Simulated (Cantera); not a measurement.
Cantera run, input and output.

```python
import numpy as np
import cantera as ct

gas = ct.Solution("h2o2.yaml")
gas.TPX = 1748, 160000, {'H2': 1, 'O2': 0.833, 'N2': 3.13}
reactor = ct.IdealGasConstPressureReactor(gas, energy="on", clone=False)
net = ct.ReactorNet([reactor])
net.rtol, net.atol = 1e-08, 1e-16
show = ['H2', 'O2', 'OH', 'HO2', 'H2O2']
times = np.geomspace(2e-06, 3, 15)

steps = ct.SolutionArray(gas, extra=["t"])
rows = []
print(f"{'t/s':>10s}{'T/K':>9s}{'P/Pa':>11s}" + "".join(f"{s:>11s}" for s in show))
for t in times:
    while net.time < t:
        t_next = net.step()
        steps.append(gas.state, t=t_next)
    rows.append([np.interp(t, steps.t, y) for y in (steps.T, steps.P, *steps(*show).X.T)])
    print(f"{t:10.3e}{rows[-1][0]:9.1f}{rows[-1][1]:11.4g}" + "".join(f"{x:11.3e}" for x in rows[-1][2:]))
rate = np.gradient(steps.T, steps.t)
print("integrator steps:", len(steps.t))
if steps.T.max() > steps.T[0] + 200:
    print(f"time of steepest temperature rise: {steps.t[rate.argmax()]:.4e} s")
gas.TPX = 1748, 160000, {'H2': 1, 'O2': 0.833, 'N2': 3.13}
gas.equilibrate("HP")
print(f"equilibrium (HP): T = {gas.T:.1f} K  " + "  ".join(f"{s} {gas[s].X[0]:.3e}" for s in show))
```

Result:

```
       t/s      T/K       P/Pa         H2         O2         OH        HO2       H2O2
 2.000e-06   1748.1    1.6e+05  2.009e-01  1.676e-01  7.725e-05  1.277e-05  2.356e-07
 5.523e-06   1913.0    1.6e+05  3.143e-02  7.465e-02  2.391e-02  3.759e-05  1.228e-06
 1.525e-05   2297.6    1.6e+05  2.675e-02  6.938e-02  3.215e-02  1.885e-05  4.633e-07
 4.212e-05   2636.1    1.6e+05  1.834e-02  6.752e-02  3.359e-02  1.356e-05  4.140e-07
 1.163e-04   2793.5    1.6e+05  1.265e-02  6.753e-02  3.072e-02  1.850e-05  7.475e-07
 3.212e-04   2799.0    1.6e+05  1.243e-02  6.754e-02  3.056e-02  1.881e-05  7.708e-07
 8.870e-04   2799.0    1.6e+05  1.243e-02  6.754e-02  3.056e-02  1.881e-05  7.708e-07
 2.449e-03   2799.0    1.6e+05  1.243e-02  6.754e-02  3.056e-02  1.881e-05  7.708e-07
 6.764e-03   2799.0    1.6e+05  1.243e-02  6.754e-02  3.056e-02  1.881e-05  7.708e-07
 1.868e-02   2799.0    1.6e+05  1.243e-02  6.754e-02  3.056e-02  1.881e-05  7.708e-07
 5.159e-02   2799.0    1.6e+05  1.243e-02  6.754e-02  3.056e-02  1.881e-05  7.708e-07
 1.425e-01   2799.0    1.6e+05  1.243e-02  6.754e-02  3.056e-02  1.881e-05  7.708e-07
 3.934e-01   2799.0    1.6e+05  1.243e-02  6.754e-02  3.056e-02  1.881e-05  7.708e-07
 1.086e+00   2799.0    1.6e+05  1.243e-02  6.754e-02  3.056e-02  1.881e-05  7.708e-07
 3.000e+00   2799.0    1.6e+05  1.243e-02  6.754e-02  3.056e-02  1.881e-05  7.708e-07
integrator steps: 1008
time of steepest temperature rise: 4.4087e-06 s
equilibrium (HP): T = 2799.0 K  H2 1.243e-02  O2 6.754e-02  OH 3.056e-02  HO2 1.881e-05  H2O2 7.708e-07
```

Detailed kinetics in Cantera: the H2/O2 subset of GRI-Mech 3.0, which has no nitrogen chemistry.
